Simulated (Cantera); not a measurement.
**Equilibrium for silicon epitaxy and polysilicon growth: SiHCl₃ + HCl + H₂**

Input: 1 mol SiHCl₃, 1.2 mol HCl, 20 mol H₂, at 1.70 bar.

These are equilibrium values from Cantera (NASA tables, ideal gas, pure condensed phases), not measurements of a reactor. Candidate condensed phases: Si; 19 gas species. The tables' values for SiCl₃ are old estimates; treat these amounts as uncertain. The numbers say what is thermodynamically allowed, not how fast it happens.

From 675 °C to 975 °C nothing is condensed. From 1050 °C to 1350 °C the condensed part is Si(s). The main Si-bearing gas is SiCl₄ at 675 °C and SiCl₂ at 1350 °C.

```csv
T (°C),x H₂,x HCl,x SiCl₄,x SiCl₂,x SiHCl₃,n Si(s)
675,0.937,0.0180,0.0363,3.13e-6,0.00851,0
750,0.933,0.0220,0.0326,3.03e-5,0.0117,0
825,0.928,0.0265,0.0287,0.000199,0.0146,0
900,0.923,0.0319,0.0245,0.000932,0.0165,0
975,0.916,0.0389,0.0201,0.00315,0.0167,0
1050,0.907,0.0495,0.0155,0.00740,0.0144,0.0157
1125,0.895,0.0632,0.0108,0.0131,0.0108,0.0455
1200,0.884,0.0750,0.00657,0.0200,0.00726,0.0570
1275,0.875,0.0837,0.00346,0.0266,0.00442,0.0546
1350,0.870,0.0889,0.00166,0.0318,0.00251,0.0454
```
x: gas mole fraction; n: condensed amount in mol.
